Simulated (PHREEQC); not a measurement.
Synthetic water in mg/kgw, 55 °C, pH 5.5, pe 8.6:

```
constituent         mg/kgw
------------------  ------
Na                    7.85
K                    0.272
Ca                    4.25
Mg                     2.3
Cl                    4.04
S(6) as SO4           10.9
Alkalinity as HCO3    24.3
Pb                   0.312
Zn                   0.248
```

Na is adjusted to close the charge balance.
Valence states are taken as typed.

Equilibrium calculation in PHREEQC: ion-association model, wateq4f.dat.

Precipitation was switched off in this run.

**Question.** Order these Zn species by the share of Zn that they hold, largest first: ZnCO3, Zn+2, ZnOH+, ZnHCO3+, ZnSO4.

**Answer.** Zn+2 (93 %), ZnHCO3+ (4.0 %), ZnSO4 (2.1 %), ZnOH+ (0.23 %), ZnCO3 (0.14 %)

The pH is 5.50 and the ionic strength 0.00103 mol/kgw. Complexes and solids missing from the database can't appear. At this temperature some constants are extrapolated from 25 °C, and those without enthalpy data are left unchanged.
